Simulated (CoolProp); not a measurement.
Vapour-liquid equilibrium of isobutene (1) + acetone (2) at 9.35 °C; x and y are mole fractions of (1).

Computed with CoolProp (multi-fluid Helmholtz-energy mixture model, Lemmon 2005 and Lemmon 2006; pair parameters Bell 2016).

```tsv
x	bubble pressure (MPa)	y at the bubble point	dew pressure at overall composition x (MPa)	liquid density (mol/L)
0.05	0.03874	0.627	0.01575	13.63
0.15	0.07736	0.826	0.01757	13.28
0.25	0.1048	0.880	0.01985	12.93
0.35	0.1233	0.905	0.02281	12.60
0.45	0.1357	0.918	0.02680	12.28
0.55	0.1445	0.928	0.03247	11.98
0.65	0.1518	0.937	0.04118	11.69
0.75	0.1592	0.947	0.05619	11.41
0.85	0.1678	0.961	0.08772	11.16
0.95	0.1783	0.984	0.1611	10.93
```

No azeotrope shows between x = 0.05 and 0.95.

The pair parameters rest on a limited set of measurements; away from them the model extrapolates. With so large a gap from Raoult's law the liquid may split in two, which this calculation doesn't test in full.
